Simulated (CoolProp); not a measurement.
R1123 along the isotherm 333.7 K: Z from the reference equation and from simpler models built on Tc = 331.7 K, pc = 4.549 MPa, ω = 0.243; each cubic takes its own stable root.

Values from CoolProp's reference Helmholtz-energy equation of state, Akasaka 2020.

```
p (MPa)          phase  reference
-------  -------------  ---------
0.0632             gas     0.9952
0.0954             gas     0.9928
0.144              gas     0.9891
0.217              gas     0.9835
0.328              gas     0.9749
0.494              gas     0.9619
0.746              gas     0.9417
1.12               gas     0.9106
1.7                gas     0.8593
2.56               gas     0.7741
3.86               gas     0.6043
5.83     supercritical     0.2220
8.79     supercritical     0.2960
13.3     supercritical     0.4140
20       supercritical     0.5832
```

How far does each simpler model (van der Waals, Redlich-Kwong, Soave-Redlich-Kwong) lie from the reference over these 15 states: mean and median of the absolute difference, and the worst?


- van der Waals: mean 12.1 %, median 1.4 %, worst +44.4 % at 333.7 K and 5.83 MPa
- Redlich-Kwong: mean 4.3 %, median 0.2 %, worst +22.3 % at 333.7 K and 5.83 MPa
- Soave-Redlich-Kwong: mean 4.4 %, median 0.3 %, worst +23.2 % at 333.7 K and 5.83 MPa
